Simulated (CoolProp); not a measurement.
A Linde-Hampson liquefier for ethane: isothermal reversible compression at 320 K from 1 atm to 30 MPa, throttling to 1 atm, return gas leaving the recuperator 0 K below the feed. Each further row changes one setting.

Values from CoolProp's reference Helmholtz-energy equation of state, Bücker 2006.

```tsv
case	liquid yield per pass	compression work (kJ/kg of gas)
as stated	___	390
high pressure 60 MPa	___	457
warm-end temperature 350 K	___	457
warm-end gap 5 K	___	390
```

Task: Fill in the missing entries.

Result: 
- as stated, liquid yield per pass: 0.467
- high pressure 60 MPa, liquid yield per pass: 0.439
- warm-end temperature 350 K, liquid yield per pass: 0.393
- warm-end gap 5 K, liquid yield per pass: 0.460
